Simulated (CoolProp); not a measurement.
Vapour-liquid equilibrium of ethylene (1) + n-perfluorobutane (2) at 258.1 K; x and y are mole fractions of (1).

Values from CoolProp's multi-fluid Helmholtz-energy mixture model, Smukala 2000 and Gao 2022; pair parameters Bell 2016.

```csv
x,bubble pressure (MPa),y at the bubble point,dew pressure at overall composition x (MPa),liquid density (mol/L)
0.05,0.2871,0.791,0.06124,7.112
0.2,1.016,0.935,[?],7.812
0.35,1.551,0.954,0.09011,8.606
0.5,1.834,0.960,0.1176,9.516
0.65,[?],0.964,0.1689,10.58
0.8,2.264,0.972,[?],11.86
0.95,[?],0.990,[?],13.53
```

Task: What belongs in the gaps?

Result: 
- 0.2, dew pressure at overall composition x (MPa): 0.07297
- 0.65, bubble pressure (MPa): 2.019
- 0.8, dew pressure at overall composition x (MPa): 0.2998
- 0.95, bubble pressure (MPa): 2.677
- 0.95, dew pressure at overall composition x (MPa): 1.400

No azeotrope shows between x = 0.05 and 0.95.

The pair parameters rest on a limited set of measurements; away from them the model extrapolates. The gap from Raoult's law changes sign with composition, which may be real or a fault of the pair parameters; it wasn't checked against measurements. With so large a gap from Raoult's law the liquid may split in two, which this calculation doesn't test in full.
